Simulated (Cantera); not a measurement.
What does this Cantera script print?

```python
import numpy as np
import cantera as ct

gas_names = [...]  # 123 gases of nasa_gas.yaml made of C, H, O, Si
cond_names = """
    C(gr) C6H6(L) C7H8(L) C8H18(L),n-octa H2O(s) H2O(L) Si(cr) Si(L) SiC(b) SiO2(Lqz) SiO2(hqz) SiO2(L)
""".split()


# ... load() reads the species with a 1 bar reference pressure and builds the phases ...
atoms = {
    'HMDSO': {'Si': 2, 'C': 6, 'H': 18, 'O': 1},
    'O3': {'O': 3},
}
top_T = {'C(gr)': 4500, 'SiC(b)': 3050}  # K; cautious upper limits of use, not melting points


# ... equilibrate(T, P, feed) seeds the gas with the atoms and calls Mixture.equilibrate('TP', solver="vcs", rtol=1e-11, max_steps=5000) ...
results = []
feed = {'HMDSO': 1, 'O3': 8.2}  # mol
P = 40000  # Pa
for T in [798, 898, 998, 1098, 1198, 1298, 1398, 1498, 1598, 1698, 1798, 1898, 1998, 2098]:
    mix = equilibrate(T, P, feed)
    results.append((T, P, feed, dict(zip(mix.species_names, mix.species_moles))))

top = {s: max(r[3][s] / sum(r[3][g] for g in gas_names) for r in results) for s in gas_names}
cols = sorted((s for s in top if top[s] > 1e-05), key=lambda s: -top[s])[:7]
seen = [c for c in cond_names if any(r[3].get(c, 0) > 1e-12 for r in results)]
print("log10 of partial pressures in bar; condensed amounts in mol")
print(f"{'T/K':>10s}" + "".join(f"{s[:9]:>10s}" for s in cols + seen))
for T, P, feed, n in results:
    ng = sum(n[g] for g in gas_names)
    print(f"{T:10.4g}" + "".join(f"{np.log10(max(n[s] / ng * P / 1e5, 1e-99)):10.3f}" for s in cols)
          + "".join(f"{n.get(c, 0):10.4g}" for c in seen))
```

Result:

```
log10 of partial pressures in bar; condensed amounts in mol
       T/K       H2O       CO2        O2        CO        OH        H2         O SiO2(Lqz) SiO2(hqz)   SiO2(L)
       798    -0.628    -0.804    -2.106   -13.709    -9.257   -12.901   -14.192         2         0         0
       898    -0.628    -0.804    -2.106   -11.645    -8.074   -11.103   -12.354         0         2         0
       998    -0.628    -0.804    -2.106    -9.997    -7.128    -9.660   -10.883         0         2         0
      1098    -0.628    -0.804    -2.106    -8.650    -6.353    -8.477    -9.677         0         2         0
      1198    -0.628    -0.804    -2.106    -7.530    -5.707    -7.490    -8.672         0         2         0
      1298    -0.628    -0.804    -2.106    -6.584    -5.160    -6.653    -7.821         0         2         0
      1398    -0.628    -0.804    -2.106    -5.775    -4.692    -5.934    -7.090         0         2         0
      1498    -0.628    -0.805    -2.106    -5.075    -4.285    -5.310    -6.457         0         2         0
      1598    -0.629    -0.805    -2.106    -4.464    -3.930    -4.764    -5.902         0         2         0
      1698    -0.629    -0.805    -2.104    -3.926    -3.616    -4.283    -5.411         0         0         2
      1798    -0.629    -0.806    -2.099    -3.452    -3.337    -3.857    -4.972         0         0         2
      1898    -0.631    -0.808    -2.084    -3.035    -3.084    -3.481    -4.575         0         0         2
      1998    -0.633    -0.812    -2.053    -2.672    -2.853    -3.153    -4.208         0         0         2
      2098    -0.637    -0.821    -2.000    -2.361    -2.639    -2.870    -3.863         0         0         2
```

These are equilibrium values from Cantera (NASA tables, ideal gas, pure condensed phases), not measurements of a reactor. The feed counts by its element totals alone. The tables hold silica as quartz up to 1696 K and as liquid above; real silica turns to tridymite and cristobalite and melts near 1996 K. Gases not in the tables: Si(OH)4.
